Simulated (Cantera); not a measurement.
Input (Python, Cantera):

```python
import numpy as np
import cantera as ct

gas = ct.Solution("gri30.yaml")
gas.TPX = 2050, 13332, {'NO': 1, 'N2': 7.4}
reactor = ct.IdealGasConstPressureReactor(gas, energy="off", clone=False)
net = ct.ReactorNet([reactor])
net.rtol, net.atol = 1e-08, 1e-18
show = ['NO', 'N2O', 'O', 'NO2', 'O2', 'N2']
times = np.geomspace(0.0008, 70, 11)

steps = ct.SolutionArray(gas, extra=["t"])
rows = []
print(f"{'t/s':>10s}{'T/K':>9s}{'P/Pa':>11s}" + "".join(f"{s:>11s}" for s in show))
for t in times:
    while net.time < t:
        t_next = net.step()
        steps.append(gas.state, t=t_next)
    rows.append([np.interp(t, steps.t, y) for y in (steps.T, steps.P, *steps(*show).X.T)])
    print(f"{t:10.3e}{rows[-1][0]:9.1f}{rows[-1][1]:11.4g}" + "".join(f"{x:11.3e}" for x in rows[-1][2:]))
rate = np.gradient(steps.T, steps.t)
print("integrator steps:", len(steps.t))
if steps.T.max() > steps.T[0] + 200:
    print(f"time of steepest temperature rise: {steps.t[rate.argmax()]:.4e} s")
gas.TPX = 2050, 13332, {'NO': 1, 'N2': 7.4}
gas.equilibrate("TP")
print(f"equilibrium (TP): T = {gas.T:.1f} K  " + "  ".join(f"{s} {gas[s].X[0]:.3e}" for s in show))
```

Result:

```
       t/s      T/K       P/Pa         NO        N2O          O        NO2         O2         N2
 8.000e-04   2050.0  1.333e+04  1.190e-01  2.098e-06  2.811e-06  9.463e-08  3.321e-08  8.810e-01
 2.496e-03   2050.0  1.333e+04  1.190e-01  4.667e-06  1.042e-05  4.900e-07  3.810e-07  8.810e-01
 7.789e-03   2050.0  1.333e+04  1.190e-01  6.632e-06  3.867e-05  1.993e-06  4.931e-06  8.810e-01
 2.430e-02   2050.0  1.333e+04  1.188e-01  6.661e-06  1.042e-04  5.225e-06  5.924e-05  8.810e-01
 7.584e-02   2050.0  1.333e+04  1.181e-01  6.489e-06  1.450e-04  7.112e-06  4.012e-04  8.814e-01
 2.366e-01   2050.0  1.333e+04  1.156e-01  6.170e-06  1.728e-04  8.504e-06  1.622e-03  8.826e-01
 7.384e-01   2050.0  1.333e+04  1.070e-01  5.181e-06  2.448e-04  1.158e-05  5.889e-03  8.869e-01
 2.304e+00   2050.0  1.333e+04  7.788e-02  2.661e-06  4.001e-04  1.431e-05  2.036e-02  9.013e-01
 7.189e+00   2050.0  1.333e+04  2.349e-02  3.166e-07  5.875e-04  6.478e-06  4.746e-02  9.285e-01
 2.243e+01   2050.0  1.333e+04  5.304e-03  1.124e-07  6.374e-04  1.595e-06  5.653e-02  9.375e-01
 7.000e+01   2050.0  1.333e+04  4.984e-03  1.112e-07  6.383e-04  1.500e-06  5.669e-02  9.377e-01
integrator steps: 907
equilibrium (TP): T = 2050.0 K  NO 4.984e-03  N2O 1.112e-07  O 6.383e-04  NO2 1.500e-06  O2 5.669e-02  N2 9.377e-01
```

Cantera simulation using GRI-Mech 3.0 (53 species, 325 reactions); the numbers are that mechanism's predictions, not measurements.
